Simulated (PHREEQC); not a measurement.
## Arsenic or selenium liquor

Solution (25 °C): 0.0015 mol/kgw Na2SeO4, 0.045 mol/kgw H3PO4 and 0.00097 mol/kgw NaCl. Closed to the air; pH follows from the charge balance.

The numbers come from PHREEQC with the ion-association model, wateq4f.dat.

No solid was allowed to form.

Problem. What pH, ionic strength does the model give?

Solution. pH 1.85; ionic strength 0.0207 mol/kgw.

Problem. In which forms is Se present?

Solution. SeO4-2 71 %, HSeO4- 29 % of the Se.

Complexes and solids missing from the database can't appear. H3PO4, which wateq4f.dat lacks, is added to it with the constant of phreeqc.dat.
